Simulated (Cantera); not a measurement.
Mixture: 7.32 % CH₄, 19.5 % O₂, 73.2 % N₂, at 10.0 bar, adiabatic and at constant pressure. Ignition delay is the time to a rise of 400 K.

Detailed kinetics in Cantera: GRI-Mech 3.0 (53 species, 325 reactions).

Q: Predict: delay at 1175 K; delay at 1275 K; delay at 1375 K; delay at 1475 K; delay at 1575 K; apparent activation energy between 1475 and 1575 K.

A: 
| Item | Result |
|---|---|
| delay at 1175 K | 5.67 ms |
| delay at 1275 K | 1.70 ms |
| delay at 1375 K | 0.570 ms |
| delay at 1475 K | 0.211 ms |
| delay at 1575 K | 85.3 µs |
| apparent activation energy between 1475 and 1575 K | 180 kJ/mol |
